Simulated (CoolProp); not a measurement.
Values from CoolProp's reference Helmholtz-energy equation of state, Lemmon 2006. It is a short technical equation, of lower accuracy than the large ones.

Give the vapour pressure (MPa), vapour density (kg/m³), enthalpy of vaporisation (kJ/kg), liquid cp (kJ/(kg K)) of saturated nitrous oxide at -11.85 °C.


| T (°C) | p (MPa) | vapour density (kg/m³) | enthalpy of vaporisation (kJ/kg) | liquid cp (kJ/(kg K)) |
|---|---|---|---|---|
| -11.85 | 2.27 | 59.9 | 260 | 2.07 |
